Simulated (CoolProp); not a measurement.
Model: reference Helmholtz-energy equation of state, Rui 2013, in CoolProp.

### Question
Give the vapour pressure (MPa), liquid density (kg/m³), vapour density (kg/m³), surface tension (mN/m) of saturated R236EA at 20.25 °C.

### Answer
| T (°C) | p (MPa) | liquid density (kg/m³) | vapour density (kg/m³) | surface tension (mN/m) |
|---|---|---|---|---|
| 20.25 | 0.174 | 1440 | 11.6 | 12.6 |

Surface tension comes from a separate correlation (Mulero 2012).
